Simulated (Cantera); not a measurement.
A closed system holds: 1 mol BF3, 1.7 mol O2, 0.25 mol N2, equilibrated at 0.200 bar.

Equilibrium computed with Cantera from the NASA thermochemical tables; the gas is ideal and each condensed phase is pure. Candidate condensed phases: B, BN, B2O3; 31 gas species. Equilibrium is a limit: real reactors are often held back by kinetics, nucleation or transport.

At 2025 K, list the 6 most abundant gas species with their mole fractions, and the condensed phases.

O2 0.569, BF3 0.334, N2 0.0822, F 0.00563, NO 0.00436, BOF 0.00273. Condensed: gas only.
